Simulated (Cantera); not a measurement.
A Cantera script and what it prints.

```python
import numpy as np
import cantera as ct

gas_names = [...]  # 113 gases of nasa_gas.yaml made of C, H, O, Pb
cond_names = """
    C(gr) C6H6(L) C7H8(L) C8H18(L),n-octa H2O(s) H2O(L) Pb(cr) Pb(L) PbO(rd) PbO(yw) PbO(L) PbO2(s)
    Pb3O4(s)
""".split()


# ... load() reads the species with a 1 bar reference pressure and builds the phases ...
atoms = {
    'PbO': {'Pb': 1, 'O': 1},
    'CO': {'C': 1, 'O': 1},
    'H2': {'H': 2},
}
top_T = {'C(gr)': 4500, 'Pb3O4(s)': 820}  # K; cautious upper limits of use, not melting points


# ... equilibrate(T, P, feed) seeds the gas with the atoms and calls Mixture.equilibrate('TP', solver="vcs", rtol=1e-11, max_steps=5000) ...
results = []
feed = {'PbO': 1, 'CO': 3.7, 'H2': 5.8}  # mol
P = 1333.22  # Pa
for T in [998, 1048, 1098, 1148, 1198, 1248, 1298, 1348, 1398, 1448, 1498, 1548]:
    mix = equilibrate(T, P, feed)
    results.append((T, P, feed, dict(zip(mix.species_names, mix.species_moles))))

top = {s: max(r[3][s] / sum(r[3][g] for g in gas_names) for r in results) for s in gas_names}
cols = sorted((s for s in top if top[s] > 1e-05), key=lambda s: -top[s])[:8]
seen = [c for c in cond_names if any(r[3].get(c, 0) > 1e-12 for r in results)]
print("log10 of partial pressures in bar; condensed amounts in mol")
print(f"{'T/K':>10s}" + "".join(f"{s[:9]:>10s}" for s in cols + seen))
for T, P, feed, n in results:
    ng = sum(n[g] for g in gas_names)
    print(f"{T:10.4g}" + "".join(f"{np.log10(max(n[s] / ng * P / 1e5, 1e-99)):10.3f}" for s in cols)
          + "".join(f"{n.get(c, 0):10.4g}" for c in seen))
```

Output:

```
log10 of partial pressures in bar; condensed amounts in mol
       T/K        H2        CO        Pb       H2O       CO2         H     Pb(L)
       998    -2.132    -2.344    -4.810    -3.129    -3.181    -9.733    0.9889
      1048    -2.136    -2.339    -4.350    -3.096    -3.224    -9.180     0.968
      1098    -2.142    -2.337    -3.933    -3.070    -3.268    -8.678     0.916
      1148    -2.150    -2.338    -3.553    -3.052    -3.312    -8.220     0.796
      1198    -2.164    -2.345    -3.205    -3.045    -3.361    -7.803    0.5337
      1248    -2.189    -2.365    -2.896    -3.051    -3.419    -7.425         0
      1298    -2.191    -2.362    -2.896    -3.037    -3.453    -7.065         0
      1348    -2.192    -2.359    -2.896    -3.026    -3.485    -6.732         0
      1398    -2.194    -2.357    -2.896    -3.016    -3.514    -6.422         0
      1448    -2.195    -2.355    -2.896    -3.007    -3.543    -6.133         0
      1498    -2.196    -2.354    -2.896    -3.000    -3.569    -5.863         0
      1548    -2.197    -2.352    -2.896    -2.994    -3.594    -5.610         0
```

Equilibrium computed with Cantera from the NASA thermochemical tables; the gas is ideal and each condensed phase is pure.
